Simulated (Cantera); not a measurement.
A perfectly stirred reactor is fed with 0.297 % CO, 0.553 % O₂, 0.316 % H₂O, 98.8 % N₂, equivalence ratio 0.27, at 750 Torr; it is held at 1200 K, and followed from long to short residence time.

Detailed kinetics in Cantera: GRI-Mech 3.0 (53 species, 325 reactions).

One state of this run: x CO = 0.000177; x O₂ = 0.00414; x H₂O = 0.00316; x H₂ = 4.03e-6; x H = 1.51e-6; x NO₂ = 8.84e-10; x H₂O₂ = 1.26e-8. x: mole fraction; the columns are a selection and need not sum to one.

### Question
Which value of τ (s) does it belong to?
(A) 0.077
(B) 0.33
(C) 0.53
(D) 0.12

### Answer
C, 0.53
